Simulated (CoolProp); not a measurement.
n-perfluorohexane along the isotherm 450 K: fugacity coefficient from the reference equation and from simpler models built on Tc = 448.0 K, pc = 1.742 MPa, ω = 0.497; each cubic takes its own stable root.

The numbers come from the reference Helmholtz-energy equation of state, Gao 2022 in CoolProp.

```json
[
 {"p (MPa)": "0.0871", "phase": "gas", "reference": "0.9828", "Redlich-Kwong": "0.9832", "Soave-Redlich-Kwong": "0.9833", "Peng-Robinson": "0.9814"},
 {"p (MPa)": "0.174", "phase": "gas", "reference": "0.9657", "Redlich-Kwong": "0.9666", "Soave-Redlich-Kwong": "0.9667", "Peng-Robinson": "0.9630"},
 {"p (MPa)": "0.261", "phase": "gas", "reference": "0.9487", "Redlich-Kwong": "0.9500", "Soave-Redlich-Kwong": "0.9502", "Peng-Robinson": "0.9448"},
 {"p (MPa)": "0.348", "phase": "gas", "reference": "0.9318", "Redlich-Kwong": "0.9336", "Soave-Redlich-Kwong": "0.9339", "Peng-Robinson": "0.9268"},
 {"p (MPa)": "0.435", "phase": "gas", "reference": "0.9149", "Redlich-Kwong": "0.9172", "Soave-Redlich-Kwong": "0.9176", "Peng-Robinson": "0.9089"},
 {"p (MPa)": "0.522", "phase": "gas", "reference": "0.8981", "Redlich-Kwong": "0.9009", "Soave-Redlich-Kwong": "0.9013", "Peng-Robinson": "0.8912"},
 {"p (MPa)": "0.61", "phase": "gas", "reference": "0.8811", "Redlich-Kwong": "0.8845", "Soave-Redlich-Kwong": "0.8850", "Peng-Robinson": "0.8734"},
 {"p (MPa)": "0.697", "phase": "gas", "reference": "0.8644", "Redlich-Kwong": "0.8684", "Soave-Redlich-Kwong": "0.8689", "Peng-Robinson": "0.8560"},
 {"p (MPa)": "0.784", "phase": "gas", "reference": "0.8477", "Redlich-Kwong": "0.8523", "Soave-Redlich-Kwong": "0.8529", "Peng-Robinson": "0.8387"},
 {"p (MPa)": "0.871", "phase": "gas", "reference": "0.8310", "Redlich-Kwong": "0.8362", "Soave-Redlich-Kwong": "0.8369", "Peng-Robinson": "0.8215"}
]
```
